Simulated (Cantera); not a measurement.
An isothermal, constant-pressure homogeneous reactor starts with 0.843 % H2, 49.6 % O2, 49.6 % N2, at 900 K and 0.0286 atm.

Detailed kinetics in Cantera: GRI-Mech 3.0 (53 species, 325 reactions). Radical loss at walls, strong at low pressure, is not modelled. Below about 950 K walls govern HO2 and H2O2 in real vessels.

One state of this run: x H2 = 1.92e-7; x O2 = 0.494; x N2O = 1.39e-9; x H = 2.23e-10; x NO2 = 8.59e-11. x: mole fraction; the columns are a selection and need not sum to one.

**Question.** Which value of t (s) does it belong to?
A) 5.69
B) 0.00141
C) 1.74
D) 0.530

**Answer.** A, 5.69
